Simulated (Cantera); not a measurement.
A freely propagating, adiabatic, planar premixed flame of H₂ : O₂ : N₂ = 1 : 0.909 : 3.42 (molar parts), equivalence ratio 0.55, unburnt at 623 K and 3.00 bar; unity-Lewis-number transport, grid criteria slope 0.08 and curve 0.16, no radiation.

Model: the H2/O2 subset of GRI-Mech 3.0, which has no nitrogen chemistry, integrated in Cantera. The hydrogen kinetics of GRI-Mech 3.0 are dated; newer H2 mechanisms differ, most at raised pressure. Unity Lewis numbers drop preferential diffusion, which matters most where H2 and H carry the flame. Burning velocities carry a grid error of a few per cent, more on coarse grids. Lean hydrogen flames are cellular in practice and burn faster than this planar one.

Task: Predict: laminar burning velocity; thermal thickness; peak x(H); peak x(HO₂); peak x(H₂O₂).

Result: 
- laminar burning velocity: 331 cm/s
- thermal thickness: 0.0806 mm
- peak x(H): 0.0156
- peak x(HO₂): 0.000459
- peak x(H₂O₂): 3.07e-5
